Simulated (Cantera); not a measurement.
Input: 1 mol N2O, 3.4 mol O2, 0.0041 mol H2S, at 53.0 mbar.

These are equilibrium values from Cantera (NASA tables, ideal gas, pure condensed phases), not measurements of a reactor. Candidate condensed phases: H2O, H2SO4, S; 35 gas species. Rates play no part.

At 1973 K, list the 5 most abundant gas species with their mole fractions, and the condensed phases.

O2 0.789, N2 0.200, NO 0.00694, O 0.00209, SO2 0.000834. Condensed: gas only.
